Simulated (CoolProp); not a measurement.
Vapour-liquid equilibrium of n-hexane (1) + n-decane (2) at 1 bar; x and y are mole fractions of (1).

Model: multi-fluid Helmholtz-energy mixture model, Thol 2019 and Lemmon 2006; pair parameters Kunz 2012, in CoolProp.

| x | bubble temperature (K) | y at the bubble point | dew temperature at overall composition x (K) | liquid density (mol/L) |
|---|---|---|---|---|
| 0.05 | 432.0 | 0.343 | 444.9 | 4.405 |
| 0.125 | 413.7 | 0.639 | 441.9 | 4.627 |
| 0.2 | 399.4 | 0.789 | 438.7 | 4.833 |
| 0.275 | 388.2 | 0.869 | 435.3 | 5.030 |
| 0.35 | 379.2 | 0.915 | 431.7 | 5.223 |
| 0.425 | 371.9 | 0.943 | 427.7 | 5.415 |
| 0.5 | 365.8 | 0.962 | 423.3 | 5.611 |
| 0.575 | 360.7 | 0.974 | 418.4 | 5.812 |
| 0.65 | 356.2 | 0.982 | 412.7 | 6.020 |
| 0.725 | 352.3 | 0.988 | 406.1 | 6.236 |
| 0.8 | 348.9 | 0.993 | 398.0 | 6.462 |
| 0.875 | 345.9 | 0.996 | 387.1 | 6.699 |
| 0.95 | 343.1 | 0.999 | 369.9 | 6.949 |

No azeotrope shows between x = 0.05 and 0.95.

The pair parameters rest on a limited set of measurements; away from them the model extrapolates.
